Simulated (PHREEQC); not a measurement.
Dissolve 0.0066 mol CuSO4, 0.083 mol HBF4 and 0.14 mol NaCl per kg of water at 25 °C. Closed to the air; pH follows from the charge balance.

Computed with PHREEQC (ion-association model, wateq4f.dat).

```
Property                   Value
-----------------  -------------
pH                          1.22
ionic strength     0.236 mol/kgw
activity of water          0.992
total alkalinity     -332 meq/kg
```

| species | molality | activity | log γ |
|---|---|---|---|
| Na+ | 0.140 | 0.103 | -0.133 |
| Cl- | 0.139 | 0.0974 | -0.155 |
| BF4- | 0.0779 | 0.0518 | -0.177 |
| H+ | 0.0763 | 0.0604 | -0.102 |
| HF | 0.0123 | 0.0130 | 0.024 |
| Cu+2 | 0.00573 | 0.00179 | -0.506 |
| HSO4- | 0.00420 | 0.00301 | -0.144 |
| H3BO3 | 0.00269 | 0.00284 | 0.024 |

Precipitation was switched off in this run. Real BF4- forms and hydrolyses slowly; the run takes it at equilibrium.
